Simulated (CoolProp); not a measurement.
C2F6 (R116) at 404.18 K and 1.6 MPa flows at 0.75 m/s in a round tube of 100 mm bore and 1.5 µm roughness, fully developed (64/Re and Nu = 3.66 if laminar; Colebrook and Gnielinski if turbulent). Each further row changes one setting.

The numbers come from the reference Helmholtz-energy equation of state, Lemmon 2006 in CoolProp. It is a short technical equation, of lower accuracy than the large ones.

| case | Reynolds number | Darcy friction factor | pressure drop (Pa/m) | heat-transfer coefficient (W/(m² K)) | mass flow (kg/h) |
|---|---|---|---|---|---|
| as stated | 261000 | 0.0150 | 2.93 | 99.5 | 1470 |
| velocity 1.5 m/s | 522000 | 0.0133 | 10.4 | 176 | 2940 |
| diameter 200 mm | 522000 | 0.0132 | 1.28 | 87.1 | 5890 |

Viscosity comes from a separate model (Huber 2003), an estimate that may be off by 10 % or more. Thermal conductivity comes from a separate model (Huber 2003), an estimate that may be off by 10 % or more.
